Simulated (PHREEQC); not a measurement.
Make-up at 60 °C: 0.002 mol ZnSO4 and 0.28 mol MnSO4 per kg of water. Closed to the air; pH follows from the charge balance.

Computed with PHREEQC (ion-association model, wateq4f.dat).

No solid was allowed to form.

Task: What pH, activity of water does the model give?

Result: pH 5.88; activity of water 0.993.

Task: In which forms is Zn present?

Result: ZnSO4 43 %, Zn+2 31 %, Zn(SO4)2-2 26 % of the Zn.

Constants without temperature data keep their 25 °C values here.
